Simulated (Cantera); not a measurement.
Input: 1 mol H2S, 4.2 mol O2, 0.72 mol H2, equilibrated at 2198 K and 1.90 mbar.

Cantera equilibrium calculation (NASA polynomials, part measured and part estimated; ideal gas, pure solids and liquids). Candidate condensed phases: H2O, H2SO4, S; 19 gas species. Equilibrium is a limit: real reactors are often held back by kinetics, nucleation or transport.

Base state: O2 0.419, H2O 0.281, SO2 0.183, OH 0.0472, O 0.0397, H 0.0135, H2 0.0112, SO 0.00492 (mole fractions); condensed: gas only.

What changes in the equilibrium state with this change: H2 from 0.72 to 11 mol?


| species | before | after |
|---|---|---|
| H2O | 0.281 | 0.482 |
| H2 | 0.0112 | 0.352 |
| H | 0.0135 | 0.0758 |
| O2 | 0.419 | 0.00125 |
| O | 0.0397 | 0.00217 |
| SO | 0.00492 | 0.0227 |
| SO2 | 0.183 | 0.0460 |
| OH | 0.0472 | 0.0144 |
| S2 | 2.69e-8 | 0.000191 |
| H2S | 2.91e-8 | 7.66e-5 |
| SH | 1.85e-6 | 0.000874 |
| S | 3.90e-5 | 0.00328 |

What changes in the equilibrium state with this change: H2S replaced by S?


| species | before | after |
|---|---|---|
| O2 | 0.419 | 0.571 |
| SO2 | 0.183 | 0.205 |
| H2O | 0.281 | 0.126 |
| H2 | 0.0112 | 0.00430 |
| H | 0.0135 | 0.00837 |
| OH | 0.0472 | 0.0341 |
| O | 0.0397 | 0.0463 |
| SO3 | 1.75e-5 | 2.29e-5 |
| S | 3.90e-5 | 3.21e-5 |
| SO | 0.00492 | 0.00473 |
